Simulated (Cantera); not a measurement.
A closed system holds: 1 mol SiH4, 1.1 mol NH3, 1.9 mol N2, at 32.0 Pa.

Method: chemical equilibrium by Gibbs-energy minimisation in Cantera with the NASA 1993 tables (ideal gas, pure condensed phases). Candidate condensed phases: Si, Si3N4; 18 gas species. Gases not in the tables: Si2H6 and higher silanes. Kinetics and transport are ignored.

Question: Which condensed phases are stable at each of these points (T (K)): 998, 1098, 1198, 1298, 1398, 1498, 1598, 1698, 1798, 1898, 1998, 2098?

Answer: 
```
T (K)  condensed phases  Si condensed (%)
-----  ----------------  ----------------
998            Si3N4(s)             100.0
1098           Si3N4(s)             100.0
1198           Si3N4(s)             100.0
1298           Si3N4(s)             100.0
1398           Si3N4(s)             100.0
1498           Si3N4(s)             100.0
1598              Si(s)              99.8
1698              Si(l)              98.7
1798              Si(l)              93.7
1898              Si(l)              74.0
1998           gas only               0.0
2098           gas only               0.0
```

From 998 K to 1498 K the condensed part is Si3N4(s). At 1598 K the condensed part is Si(s). From 1698 K to 1898 K the condensed part is Si(l). From 1998 K to 2098 K nothing is condensed.
